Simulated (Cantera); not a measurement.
An isothermal, constant-pressure homogeneous reactor starts with 20.0 % C2H4, 80.0 % H2, at 1375 K and 45.0 Torr.

Computed with Cantera and GRI-Mech 3.0 (53 species, 325 reactions). GRI-Mech 3.0 was tuned for natural gas; its chemistry of ethylene as a main component is partial and can be far from experiment. GRI-Mech 3.0 stops at C3 and has no aromatics, soot or wall deposition, so with more carbon than oxygen in the feed, carbon stays in small species such as C2H2 where larger ones or solid carbon would form.

x: mole fraction; the columns are a selection and need not sum to one.

```
t (s)      x C2H4   x H2   x C2H2     x CH2       x H     x CH3
--------  -------  -----  -------  --------  --------  --------
1.00e-5     0.200  0.800  6.28e-7    <1e-12  3.23e-10    <1e-12
3.51e-5     0.200  0.800  2.21e-6    <1e-12   1.18e-9    <1e-12
0.000123    0.200  0.800  7.75e-6    <1e-12   4.32e-9    <1e-12
0.000433    0.200  0.800  2.73e-5    <1e-12   1.54e-8  3.64e-12
0.00152     0.200  0.800  9.68e-5    <1e-12   5.46e-8  3.83e-11
0.00534     0.200  0.800        …  1.71e-12         …  4.51e-10
0.0187      0.198  0.800        …  1.08e-11         …         …
0.0658      0.180  0.803   0.0162  1.13e-10   1.45e-5   2.83e-7
0.231      0.0989  0.816   0.0837  8.48e-11   1.79e-5   7.96e-7
0.811      0.0187  0.828    0.150  3.59e-11   1.90e-5   1.36e-6
2.85      0.00858  0.829    0.158  3.95e-11   1.96e-5   2.00e-6
10.0      0.00848  0.826    0.157  6.60e-11   1.90e-5   3.76e-6
```

Problem. Fill in the missing entries.

Solution. 
- 0.00534, x C2H2: 0.000353
- 0.00534, x H: 2.05e-7
- 0.0187, x C2H2: 0.00148
- 0.0187, x H: 1.30e-6
- 0.0187, x CH3: 7.48e-9
